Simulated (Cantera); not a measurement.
Feed: 1 mol PbO, 2.9 mol C, 0.025 mol CO, at 2473 K and 7.50 Torr.

These are equilibrium values from Cantera (NASA tables, ideal gas, pure condensed phases), not measurements of a reactor. Candidate condensed phases: C, Pb, PbO, PbO2, Pb3O4; 15 gas species. Kinetics and transport are ignored.

Base state: CO 0.506, Pb 0.494, C3 3.25e-5, C 1.14e-5 (mole fractions); condensed: C(graphite).

What changes in the equilibrium state with this change: PbO replaced by SiO2?


| species | before | after |
|---|---|---|
| CO | 0.506 | 0.861 |
| Si | 0 | 0.0870 |
| SiC2 | 0 | 0.0209 |
| Pb | 0.494 | 0 |
| SiO | 0 | 0.0193 |
| Si2C | 0 | 0.0116 |
| Si2 | 0 | 0.000501 |
| SiC | 0 | 3.47e-5 |
| Si3 | 0 | 1.97e-5 |
| C | 1.14e-5 | 1.14e-5 |
| C(graphite), mol | 1.90 | 0.170 |
| SiC(s), mol | 0 | 0.652 |
Further candidate phases: Si, SiC, SiO2.
